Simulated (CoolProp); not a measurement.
A single-stage vapour-compression cycle with R13: evaporating at 217.15 K (dew point), condensing at 279.15 K (bubble point), superheat 10 K, subcooling 0 K, compressor efficiency 0.7, no pressure losses. Each further row changes one setting.

Computed with CoolProp (reference Helmholtz-energy equation of state, Platzer 1990). This equation is an older, rougher fit; its heat capacities, sound speeds and derivatives of the liquid may be far off and weren't checked against measurements.

```csv
case,cooling COP,pressure ratio,discharge temperature (K),refrigerating effect (kJ/kg),volumetric capacity (kJ/m³)
as stated,1.49,6.92,326.7,74.9,1490
evaporating temperature 222.15 K,1.71,5.68,322.5,76.9,1840
condensing temperature 274.15 K,1.74,6.12,319.8,81.4,1620
subcooling 5 K,1.62,6.92,326.7,81.6,1620
superheat 20 K,1.52,6.92,338.0,81.0,1520
compressor efficiency 0.6,1.28,6.92,337.1,74.9,1490
```
